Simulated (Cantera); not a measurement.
# Thermodynamics of silicon oxide and oxynitride deposition, feed Si₂H₆ + O₃ + H₂

Input: 1 mol Si₂H₆, 0.11 mol O₃, 17 mol H₂, at 0.100 bar.

Method: chemical equilibrium by Gibbs-energy minimisation in Cantera with the NASA 1993 tables (ideal gas, pure condensed phases). Candidate condensed phases: H₂O, Si, SiO₂; 18 gas species. The feed counts by its element totals alone. Mutual solubility and eutectic melting of coexisting phases are not modelled. The tables hold silica as quartz up to 1696 K and as liquid above; real silica turns to tridymite and cristobalite and melts near 1996 K. Kinetics and transport are ignored.

From 650 K to 800 K the condensed part is Si(s) + SiO₂(α-quartz). From 875 K to 1550 K the condensed part is Si(s) + SiO₂(β-quartz). At 1625 K the condensed part is Si(s).

| T (K) | x H₂ | x SiO | x H | x SiH₂ | x H₂O | x Si | x SiH | n Si(s) | n SiO₂(α-quartz) | n SiO₂(β-quartz) |
|---|---|---|---|---|---|---|---|---|---|---|
| 650 | 1.00 | <1e-12 | <1e-12 | <1e-12 | <1e-12 | <1e-12 | <1e-12 | 1.83 | 0.165 | 0 |
| 725 | 1.00 | <1e-12 | <1e-12 | <1e-12 | <1e-12 | <1e-12 | <1e-12 | 1.83 | 0.165 | 0 |
| 800 | 1.00 | <1e-12 | 9.16e-12 | <1e-12 | 1.98e-12 | <1e-12 | <1e-12 | 1.83 | 0.165 | 0 |
| 875 | 1.00 | 1.32e-11 | 1.59e-10 | 1.48e-12 | 2.85e-11 | <1e-12 | <1e-12 | 1.83 | 0 | 0.165 |
| 950 | 1.00 | 5.77e-10 | 1.76e-9 | 2.03e-11 | 2.66e-10 | <1e-12 | <1e-12 | 1.83 | 0 | 0.165 |
| 1025 | 1.00 | 1.44e-8 | 1.38e-8 | 1.90e-10 | 1.78e-9 | <1e-12 | <1e-12 | 1.83 | 0 | 0.165 |
| 1100 | 1.00 | 2.30e-7 | 8.18e-8 | 1.32e-9 | 9.10e-9 | <1e-12 | 2.25e-12 | 1.83 | 0 | 0.165 |
| 1175 | 1.000 | 2.57e-6 | 3.88e-7 | 7.10e-9 | 3.76e-8 | 5.35e-12 | 2.99e-11 | 1.83 | 0 | 0.165 |
| 1250 | 1.000 | 2.13e-5 | 1.53e-6 | 3.13e-8 | 1.31e-7 | 8.31e-11 | 2.90e-10 | 1.83 | 0 | 0.165 |
| 1325 | 1.000 | 0.000139 | 5.17e-6 | 1.17e-7 | 3.93e-7 | 9.43e-10 | 2.16e-9 | 1.83 | 0 | 0.164 |
| 1400 | 0.999 | 0.000733 | 1.54e-5 | 3.76e-7 | 1.05e-6 | 8.23e-9 | 1.30e-8 | 1.83 | 0 | 0.158 |
| 1475 | 0.997 | 0.00326 | 4.09e-5 | 1.08e-6 | 2.51e-6 | 5.75e-8 | 6.47e-8 | 1.80 | 0 | 0.132 |
| 1550 | 0.987 | 0.0125 | 9.90e-5 | 2.76e-6 | 5.48e-6 | 3.32e-7 | 2.74e-7 | 1.71 | 0 | 0.0384 |
| 1625 | 0.984 | 0.0162 | 0.000221 | 6.50e-6 | 4.30e-6 | 1.63e-6 | 1.02e-6 | 1.67 | 0 | 0 |
x: gas mole fraction; n: condensed amount in mol.
